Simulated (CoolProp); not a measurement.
Aqueous calcium chloride as a coolant, at 17 °C, 1 atm.

The numbers come from the Melinder's fits for secondary coolants in CoolProp.

```tsv
mass %	freezing point (°C)	Prandtl number	density (kg/m³)	cp (kJ/(kg K))	conductivity (W/(m K))
4.6	-2.2	8.05	1036	3.906	0.588
6.5	-3.2	8.22	1054	3.798	0.586
8.5	-4.6	8.44	1072	3.685	0.584
10.4	-6.2	8.68	1090	3.580	0.582
12.3	-8.0	8.99	1108	3.477	0.579
14.3	-10.2	9.39	1127	3.373	0.577
16.2	-12.6	9.86	1145	3.277	0.575
18.1	-15.2	10.4	1163	3.187	0.573
20.1	-18.4	11.2	1182	3.099	0.570
22	-22.0	12.1	1201	3.023	0.568
23.9	-26.2	13.1	1219	2.954	0.565
25.9	-31.7	14.5	1240	2.887	0.562
```
